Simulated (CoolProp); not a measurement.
A simple Rankine cycle with water: condensing at 306.15 K, boiler at 8.05 MPa, turbine inlet 573.6 K, turbine efficiency 0.75, pump efficiency 0.8, no recuperator. Each further row changes one setting.

The numbers come from the reference Helmholtz-energy equation of state, Wagner 2002 in CoolProp.

```
case                             thermal efficiency (%)  net work (kJ/kg)  heat in (kJ/kg)  turbine exit temperature (K)  volume ratio over the turbine
-------------------------------  ----------------------  ----------------  ---------------  ----------------------------  -----------------------------
as stated                                          28.7               756             2640                         306.1                            902
turbine inlet 593.6 K                              28.9               789             2730                         306.1                            841
condensing temperature 298.15 K                    29.5               788             2670                         298.1                           1390
boiler pressure 5.63 MPa                           27.9               770             2760                         306.1                            585
turbine efficiency 0.65                            24.8               654             2640                         306.1                            951
```

The expansion ends wet for: as stated; turbine inlet 593.6 K; condensing temperature 298.15 K; boiler pressure 5.63 MPa; turbine efficiency 0.65.
